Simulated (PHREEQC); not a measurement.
# Phosphoric acid bath (model solution)

Dissolve 9.2 mmol/kgw H3PO4 and 40 mmol/kgw HNO3 at 20 °C. Closed to the air; pH follows from the charge balance.

Equilibrium calculation in PHREEQC: ion-association model, wateq4f.dat.

Each row changes one thing in this solution. This is a speciation only: nothing precipitates in the calculation.

| case | pH | ionic strength (mol/kgw) | H3PO4 (mol/kgw) | H2PO4- (mol/kgw) | HPO4-2 (mol/kgw) |
|---|---|---|---|---|---|
| as made | 1.44 | 0.0418 | 0.00741 | 0.00179 | 5.13e-9 |
| temperature from 20 to 35 °C | 1.45 | 0.0416 | 0.00764 | 0.00156 | 4.97e-9 |
| 0.04 mol/kgw Na2CO3 added | 6.62 | 0.0821 | 1.59e-7 | 0.00603 | 0.00298 |
| H3PO4 from 0.0092 to 0.0184 mol/kgw | 1.43 | 0.0435 | 0.0149 | 0.00347 | 9.68e-9 |
| HNO3 from 0.04 to 0.06 mol/kgw | 1.28 | 0.0614 | 0.00785 | 0.00135 | 2.92e-9 |

H3PO4, which wateq4f.dat lacks, is added to it with the constant of phreeqc.dat.
